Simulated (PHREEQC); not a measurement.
Brine (model solution)

Consider water at 20 °C with 0.57 mol CaCl2 and 0.00037 mol H4SiO4 per kg of water. Closed to the air; pH follows from the charge balance.

All values are PHREEQC results (Pitzer model, pitzer.dat), not measurements.

Each row changes one thing in this solution. This is a speciation only: nothing precipitates in the calculation.

```json
[
 {"case": "as made", "pH": "6.29", "H3SiO4- (mol/kgw)": "4.23e-7", "SI of SiO2(a) (SiO2)": "-0.58"},
 {"case": "temperature from 20 to 25 °C", "pH": "6.25", "H3SiO4- (mol/kgw)": "4.60e-7", "SI of SiO2(a) (SiO2)": "-0.63"},
 {"case": "temperature from 20 to 90 °C", "pH": "5.77", "H3SiO4- (mol/kgw)": "7.73e-7", "SI of SiO2(a) (SiO2)": "-1.07"},
 {"case": "H4SiO4 from 0.00037 to 0.00074 mol/kgw", "pH": "6.16", "H3SiO4- (mol/kgw)": "6.22e-7", "SI of SiO2(a) (SiO2)": "-0.28"},
 {"case": "diluted 5-fold with water", "pH": "[?]", "H3SiO4- (mol/kgw)": "1.13e-7", "SI of SiO2(a) (SiO2)": "[?]"}
]
```

### Question
Some entries are withheld; supply them.

### Answer

- diluted 5-fold with water, pH: 6.80
- diluted 5-fold with water, SI of SiO2(a) (SiO2): -1.40

In brines, pH and single-ion activities rest on the MacInnes convention. Away from 25 °C the constants follow the database's enthalpies or fits; those with neither stay at their 25 °C values.
